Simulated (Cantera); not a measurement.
## Thermodynamics of boron, boron nitride and boron oxide, feed B2O3 + O2

Charge: 1 mol B2O3, 7.1 mol O2, held at 1400 °C.

These are equilibrium values from Cantera (NASA tables, ideal gas, pure condensed phases), not measurements of a reactor. Candidate condensed phases: B, B2O3; 10 gas species. Rates play no part.

From 10.0 Pa to 4.00 mbar nothing is condensed. From 25.0 mbar to 1.00 bar the condensed part is B2O3(l). The main B-bearing gas is B2O3 throughout.

```tsv
P (Pa)	log p O2	log p B2O3	log p BO2	log p O	log p BO	log p B2O2	n B2O3(l)
10	-4.06	-4.96	-5.63	-6.51	-8.72	-11.50	0
63	-3.26	-4.14	-5.02	-6.11	-8.51	-11.08	0
400	-2.46	-3.32	-4.42	-5.70	-8.31	-10.67	0
2500	-1.61	-3.29	-4.19	-5.28	-8.50	-11.06	0.843
16000	-0.80	-3.29	-3.99	-4.87	-8.71	-11.47	0.975
100000	0.00	-3.29	-3.79	-4.48	-8.91	-11.87	0.996
```
log p: log10 of the partial pressure in bar; n: condensed amount in mol.
